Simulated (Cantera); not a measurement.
Input: 1 mol SiH2Cl2, 0.45 mol NH3, 1.4 mol N2, held at 1575 °C and 78.0 Pa.

Method: chemical equilibrium by Gibbs-energy minimisation in Cantera with the NASA 1993 tables (ideal gas, pure condensed phases). Candidate condensed phases: NH4Cl, Si, Si3N4; 28 gas species. The tables' values for SiCl, SiCl3, SiN are old estimates; treat these amounts as uncertain. Gases not in the tables: Si2H6 and higher silanes. Kinetics and transport are ignored.

Base state: N2 0.372, H2 0.312, SiCl2 0.159, HCl 0.131, H 0.0106, Si 0.00804, SiCl 0.00345, Cl 0.00338 (mole fractions); condensed: Si(l).

Question: What changes in the equilibrium state with this change: pressure from 78.0 Pa to 31.0 Pa?

Answer: 
| species | before | after |
|---|---|---|
| N2 | 0.372 | 0.365 |
| H2 | 0.312 | 0.304 |
| SiCl2 | 0.159 | 0.155 |
| Si | 0.00804 | 0.0202 |
| H | 0.0106 | 0.0166 |
| HCl | 0.131 | 0.128 |
| Si3 | 1.30e-5 | 3.26e-5 |
| Si2 | 5.60e-5 | 0.000141 |
| SiCl3 | 0.000428 | 0.000260 |
| Si(l), mol | 0.250 | 0.190 |

Question: What changes in the equilibrium state with this change: 0.79 mol H2O added?

Answer: 
```csv
species,before,after
H2,0.312,0.280
N2,0.372,0.274
HCl,0.131,0.260
SiO,0,0.133
SiCl2,0.159,0.0344
H,0.0106,0.0101
Si3,1.30e-5,1.55e-9
Si2N,8.06e-5,1.68e-7
Si2,5.60e-5,1.36e-7
"Si(l), mol",0.250,0
```
The tables' values for SiCl, SiCl3 are old estimates; treat these amounts as uncertain. Further candidate phases: H2O, SiO2, Si2N2O.
